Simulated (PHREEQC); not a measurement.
PHREEQC input (ion-association model, wateq4f.dat):

```
SOLUTION_MASTER_SPECIES
  An  An-  0  An  62.0  # stands for a non-complexing anion
SOLUTION_SPECIES
  An- = An-
    -log_k 0
    -gamma 3.0 0
PHASES
  Fix_H+
    H+ = H+
    -log_k 0
SOLUTION 1
  temp 25
  units mmol/kgw
  pH 7 charge
  Cl 0.08401
  Ni 9.5e-05
  Mg 0.041
  Sr 0.00091
  Na 10
  An 10
END
SELECTED_OUTPUT 1
  -reset false
  -pH true
  -pe true
  -ionic_strength true
  -water true
  -totals Cl Mg Na Ni Sr
  -molalities Hfo_wOH Hfo_wOH2+ Hfo_wO- Hfo_sOH Hfo_sOH2+ Hfo_sO- Hfo_sOHSr+2 Hfo_wOSr+ Hfo_wOSrOH Hfo_sONi+
    Hfo_wONi+ Hfo_wOMg+
  -saturation_indices Brucite Ni(OH)2 Halite
USER_PUNCH 1
  -headings sigma psi
  10 PUNCH EDL("sigma", "Hfo"), EDL("psi", "Hfo")
PRINT
  -reset false
USE solution 1
SURFACE 1
  Hfo_wOH 5.16854e-05 600 0.023
  Hfo_sOH 1.29213e-06
EQUILIBRIUM_PHASES 1
  Fix_H+ -4 HAn 10
    -force_equality true
  O2(g) -0.68 10
END
# ... the last block is repeated for the other 16 points of pH, with NaOH or the acid as the point needs
```

Selected output (columns that matter, 17 of 17 rows; pH added in front):

```
pH	mu	Mg	Na	Ni	Sr	m_Hfo_wOH	m_Hfo_wOH2+	m_Hfo_wO-	m_Hfo_sOH	si_Brucite	si_Ni(OH)2	si_Halite	sigma	psi
4	0.010251	4.1e-05	0.01	9.4999e-08	9.1e-07	2.0831e-05	3.0529e-05	3.2562e-07	5.2077e-07	-13.4	-10.004	-7.7486	0.21647	0.1848
4.38	0.010184	4.1e-05	0.01	9.4997e-08	9.1e-07	2.6233e-05	2.4817e-05	6.3523e-07	6.5581e-07	-12.64	-9.2434	-7.7483	0.17332	0.17357
4.75	0.010155	4.1e-05	0.01	9.4987e-08	9.1e-07	3.0594e-05	2.0021e-05	1.071e-06	7.6484e-07	-11.899	-8.5032	-7.7482	0.13581	0.16115
5.12	0.010142	4.1e-05	0.01	9.4944e-08	9.1e-07	3.3924e-05	1.6127e-05	1.6348e-06	8.4806e-07	-11.159	-7.7633	-7.7481	0.10387	0.14747
5.5	0.010135	4.1e-05	0.01	9.4742e-08	9.1e-07	3.6321e-05	1.3048e-05	2.3162e-06	9.0785e-07	-10.399	-7.0042	-7.7481	0.076917	0.13219
5.88	0.010131	4.1e-05	0.01	9.3784e-08	9.0999e-07	3.7857e-05	1.0783e-05	3.0448e-06	9.4559e-07	-9.6392	-6.2486	-7.7481	0.055468	0.11567
6.25	0.010129	4.0999e-05	0.01	8.957e-08	9.0997e-07	3.8743e-05	9.2048e-06	3.7358e-06	9.6473e-07	-8.8992	-5.5286	-7.7481	0.039238	0.098447
6.62	0.010128	4.0995e-05	0.01	7.3679e-08	9.0988e-07	3.9232e-05	8.0867e-06	4.3603e-06	9.6549e-07	-8.1593	-4.8735	-7.7481	0.026882	0.080208
7	0.010127	4.0974e-05	0.01	3.8646e-08	9.0947e-07	3.9478e-05	7.2642e-06	4.9149e-06	9.4631e-07	-7.3995	-4.394	-7.7481	0.017403	0.060645
7.38	0.010126	4.0865e-05	0.01	1.1185e-08	9.0751e-07	3.952e-05	6.6243e-06	5.4013e-06	9.2802e-07	-6.6407	-4.1731	-7.7481	0.010318	0.040562
7.75	0.010126	4.0346e-05	0.010001	2.5351e-09	8.9915e-07	3.9169e-05	5.9069e-06	5.9503e-06	9.1656e-07	-5.9062	-4.0792	-7.748	0.0050577	0.02139
8.12	0.010125	3.8379e-05	0.010007	6.0958e-10	8.7364e-07	3.744e-05	4.5308e-06	7.0876e-06	8.9068e-07	-5.188	-3.9619	-7.7478	0.0011866	0.0051562
8.5	0.010122	3.3852e-05	0.010018	1.9033e-10	8.3758e-07	3.2289e-05	2.4359e-06	9.8053e-06	8.2047e-07	-4.4827	-3.7176	-7.7473	-0.0011924	-0.0051819
8.88	0.010122	2.8099e-05	0.010035	8.3575e-11	8.1883e-07	2.3787e-05	9.2149e-07	1.4067e-05	6.8355e-07	-3.8042	-3.3458	-7.7466	-0.0024378	-0.010538
9.25	0.010128	2.3066e-05	0.010057	5.3641e-11	8.2004e-07	1.5104e-05	2.8477e-07	1.8352e-05	5.0033e-07	-3.1511	-2.8948	-7.7456	-0.0032392	-0.013926
9.62	0.010151	1.9421e-05	0.010091	6.1879e-11	8.3465e-07	8.3898e-06	7.4557e-08	2.1628e-05	3.1647e-07	-2.4887	-2.3672	-7.7443	-0.0038585	-0.016489
10	0.010213	1.7159e-05	0.01016	1.5748e-10	8.5459e-07	4.1264e-06	1.6469e-08	2.3685e-05	1.7174e-07	-1.7897	-1.7531	-7.7415	-0.004338	-0.018404
```
